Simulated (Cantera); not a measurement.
A freely propagating, adiabatic, planar premixed flame of H2 : O2 : N2 = 1 : 0.25 : 1.23 (molar parts), equivalence ratio 2.0, unburnt at 350 K and 100.0 Torr; mixture-averaged transport, grid criteria slope 0.08 and curve 0.16, no radiation.

Computed with Cantera and the H2/O2 subset of GRI-Mech 3.0, which has no nitrogen chemistry. Burning velocities carry a grid error of a few per cent, more on coarse grids.

### Question
What does this change do: inlet temperature 350 to 550 K?

### Answer
| quantity | before | after |
|---|---|---|
| laminar burning velocity | 242 cm/s | 496 cm/s |
| thermal thickness | 5.44 mm | 6.30 mm |
| peak x(O) | 0.00294 | 0.00395 |
| peak x(OH) | 0.00207 | 0.00330 |
| peak x(H2O2) | 2.30e-5 | 9.85e-7 |

### Question
What does this change do: 0.23 parts H2O added?

### Answer
```csv
quantity,before,after
laminar burning velocity,242 cm/s,213 cm/s
thermal thickness,5.44 mm,4.72 mm
peak x(O),0.00294,0.00215
peak x(OH),0.00207,0.00180
peak x(H2O2),2.30e-5,2.75e-5
```

### Question
What does this change do: N2 1.23 to 0.98 parts?

### Answer
```tsv
quantity	before	after
laminar burning velocity	242 cm/s	290 cm/s
thermal thickness	5.44 mm	5.29 mm
peak x(O)	0.00294	0.00378
peak x(OH)	0.00207	0.00326
peak x(H2O2)	2.30e-5	2.49e-5
```
